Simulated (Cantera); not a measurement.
An adiabatic, constant-pressure homogeneous reactor starts with H₂ : O₂ : N₂ = 1 : 0.385 : 3.81 (molar parts), equivalence ratio 1.3, at 1225 K and 5.82 atm. Integrator tolerance rtol = 1e-08.

Computed with Cantera and the H2/O2 subset of GRI-Mech 3.0, which has no nitrogen chemistry. The hydrogen kinetics of GRI-Mech 3.0 are dated; newer H2 mechanisms differ, most at raised pressure.

Task: What does this change do: H2 1 to 0.31 parts?

Result: 
| quantity | before | after |
|---|---|---|
| time of steepest temperature rise | 21.7 µs | 27.7 µs |
| temperature at 3.00 s | 2280 K | 1722 K |
| equilibrium temperature | 2280 K | 1722 K |
| x(H₂) at 3.00 s | 0.0476 (gas-phase equilibrium 0.0476) | 3.24e-6 (gas-phase equilibrium 3.24e-6) |
| x(O₂) at 3.00 s | 6.57e-6 (gas-phase equilibrium 6.57e-6) | 0.0528 (gas-phase equilibrium 0.0528) |
| x(H₂O₂) at 3.00 s | 4.17e-9 (gas-phase equilibrium 4.17e-9) | 2.54e-8 (gas-phase equilibrium 2.54e-8) |
| x(H) at 3.00 s | 0.000788 (gas-phase equilibrium 0.000788) | 1.35e-7 (gas-phase equilibrium 1.35e-7) |
| x(H₂O) at 3.00 s | 0.160 (gas-phase equilibrium 0.160) | 0.0712 (gas-phase equilibrium 0.0712) |
| x(HO₂) at 3.00 s | 6.29e-9 (gas-phase equilibrium 6.29e-9) | 3.61e-7 (gas-phase equilibrium 3.61e-7) |
| x(OH) at 3.00 s | 0.000413 (gas-phase equilibrium 0.000413) | 0.000162 (gas-phase equilibrium 0.000162) |

Task: What does this change do: 0.058 parts H2O added?

Result: 
| quantity | before | after |
|---|---|---|
| time of steepest temperature rise | 21.7 µs | 24.8 µs |
| temperature at 3.00 s | 2280 K | 2264 K |
| equilibrium temperature | 2280 K | 2264 K |
| x(H₂) at 3.00 s | 0.0476 (gas-phase equilibrium 0.0476) | 0.0471 (gas-phase equilibrium 0.0471) |
| x(O₂) at 3.00 s | 6.57e-6 (gas-phase equilibrium 6.57e-6) | 6.34e-6 (gas-phase equilibrium 6.34e-6) |
| x(H₂O₂) at 3.00 s | 4.17e-9 (gas-phase equilibrium 4.17e-9) | 4.19e-9 (gas-phase equilibrium 4.19e-9) |
| x(H) at 3.00 s | 0.000788 (gas-phase equilibrium 0.000788) | 0.000722 (gas-phase equilibrium 0.000722) |
| x(H₂O) at 3.00 s | 0.160 (gas-phase equilibrium 0.160) | 0.170 (gas-phase equilibrium 0.170) |
| x(HO₂) at 3.00 s | 6.29e-9 (gas-phase equilibrium 6.29e-9) | 6.02e-9 (gas-phase equilibrium 6.02e-9) |
| x(OH) at 3.00 s | 0.000413 (gas-phase equilibrium 0.000413) | 0.000398 (gas-phase equilibrium 0.000398) |
